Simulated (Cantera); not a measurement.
Charge: 1 mol Si, 4.4 mol NF₃, 2.2 mol H₂, a varied amount of Cl₂, equilibrated at 1523.15 K and 345 Torr.

These are equilibrium values from Cantera (NASA tables, ideal gas, pure condensed phases), not measurements of a reactor. Candidate condensed phases: NH₄Cl, Si, Si₃N₄; 49 gas species. Rates play no part.

**Question.** At 3.8 mol Cl₂, list the 6 most abundant gas species with their mole fractions, and the condensed phases.

**Answer.** HF 0.307, ClF 0.292, N₂ 0.153, Cl₂ 0.103, SiF₄ 0.0697, F 0.0430. Condensed: gas only.
